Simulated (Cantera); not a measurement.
Input: 1 mol SiH₂Cl₂, 0.18 mol NH₃, 26 mol H₂, 7.2 mol N₂, equilibrated at 2048 K and 0.380 bar.

Equilibrium computed with Cantera from the NASA thermochemical tables; the gas is ideal and each condensed phase is pure. Candidate condensed phases: NH₄Cl, Si, Si₃N₄; 28 gas species. The tables' values for SiCl, SiCl₃, SiN are old estimates; treat these amounts as uncertain. Gases not in the tables: Si₂H₆ and higher silanes. Rates play no part.

Base state: H₂ 0.742, N₂ 0.205, HCl 0.0439, SiCl₂ 0.00590, H 0.00313, Si 0.000199, SiCl 0.000148, Cl 0.000137 (mole fractions); condensed: Si(l).

Q: What changes in the equilibrium state with this change: temperature from 2048 K to 1548 K?

A: 
| species | before | after |
|---|---|---|
| H₂ | 0.742 | 0.753 |
| N₂ | 0.205 | 0.190 |
| HCl | 0.0439 | 0.0568 |
| SiCl₂ | 0.00590 | 0.000198 |
| Si | 0.000199 | 1.16e-9 |
| SiH | 6.42e-5 | 1.65e-9 |
| Si₂N | 1.62e-5 | <1e-9 |
| SiN | 1.29e-5 | <1e-9 |
| Si(l), mol | 0.768 | 0 |
| Si₃N₄(s), mol | 0 | 0.331 |
The tables' values for SiCl₃ are old estimates; treat these amounts as uncertain.

Q: What changes in the equilibrium state with this change: pressure from 0.380 bar to 34.0 mbar?

A: 
```json
[
 {"species": "H₂", "before": "0.742", "after": "0.734"},
 {"species": "N₂", "before": "0.205", "after": "0.203"},
 {"species": "HCl", "before": "0.0439", "after": "0.0433"},
 {"species": "H", "before": "0.00313", "after": "0.0104"},
 {"species": "Si", "before": "0.000199", "after": "0.00222"},
 {"species": "SiCl₂", "before": "0.00590", "after": "0.00578"},
 {"species": "Si₂", "before": "2.31e-6", "after": "2.58e-5"},
 {"species": "SiCl₃", "before": "3.61e-5", "after": "1.05e-5"},
 {"species": "Si₂N", "before": "1.62e-5", "after": "5.41e-5"},
 {"species": "SiN", "before": "1.29e-5", "after": "4.30e-5"},
 {"species": "SiH", "before": "6.42e-5", "after": "0.000213"},
 {"species": "Si(l), mol", "before": "0.768", "after": "0.676"}
]
```
The tables' values for SiCl, SiN, SiCl₃ are old estimates; treat these amounts as uncertain.
